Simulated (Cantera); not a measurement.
An isothermal, constant-pressure homogeneous reactor starts with 8.77 % H₂, 35.1 % O₂, 56.1 % N₂, equivalence ratio 0.12, at 925 K and 1330 Pa.

Computed with Cantera and the H2/O2 subset of GRI-Mech 3.0, which has no nitrogen chemistry. Radical loss at walls, strong at low pressure, is not modelled. Below about 950 K walls govern HO2 and H2O2 in real vessels. The temperature is held fixed by assumption; the heat of reaction is taken as removed at once.

x: mole fraction; the columns are a selection and need not sum to one.

| t (s) | x H₂ | x O₂ | x H₂O₂ | x OH | x H | x H₂O |
|---|---|---|---|---|---|---|
| 0.000700 | 0.0877 | 0.351 | <1e-12 | 3.40e-12 | 2.74e-11 | 1.41e-11 |
| 0.00145 | 0.0877 | 0.351 | <1e-12 | 1.49e-11 | 1.07e-10 | 1.07e-10 |
| 0.00300 | 0.0877 | 0.351 | <1e-12 | 1.73e-10 | 1.20e-9 | 1.67e-9 |
| 0.00621 | 0.0877 | 0.351 | 1.44e-12 | 2.17e-8 | 1.49e-7 | 2.21e-7 |
| 0.0129 | 0.0820 | 0.348 | ? | 0.000362 | 0.00278 | 0.00413 |
| 0.0266 | 0.00373 | 0.317 | ? | 0.00135 | 0.0159 | 0.0777 |
| 0.0552 | 0.000847 | 0.320 | ? | 0.000518 | 0.00138 | 0.0897 |
| 0.114 | 0.000159 | 0.321 | ? | 0.000162 | 6.95e-5 | 0.0914 |
| 0.236 | 3.40e-5 | 0.321 | ? | 6.52e-5 | 5.19e-6 | 0.0917 |
| 0.490 | 7.73e-6 | 0.321 | ? | 3.13e-5 | 5.64e-7 | 0.0917 |
| 1.01 | 1.74e-6 | 0.321 | ? | 1.64e-5 | 7.87e-8 | 0.0917 |
| 2.10 | 3.90e-7 | 0.321 | ? | 9.20e-6 | 1.35e-8 | 0.0917 |
| 4.35 | 9.69e-8 | 0.321 | ? | 5.46e-6 | 2.78e-9 | 0.0917 |
| 9.00 | 2.96e-8 | 0.321 | ? | 3.39e-6 | 6.68e-10 | 0.0917 |

Problem. Some entries are withheld; supply them.

Solution. 
- 0.0129, x H₂O₂: 1.74e-8
- 0.0266, x H₂O₂: 1.12e-7
- 0.0552, x H₂O₂: 1.36e-7
- 0.114, x H₂O₂: 1.12e-7
- 0.236, x H₂O₂: 7.65e-8
- 0.490, x H₂O₂: 4.49e-8
- 1.01, x H₂O₂: 2.45e-8
- 2.10, x H₂O₂: 1.31e-8
- 4.35, x H₂O₂: 7.03e-9
- 9.00, x H₂O₂: 3.82e-9
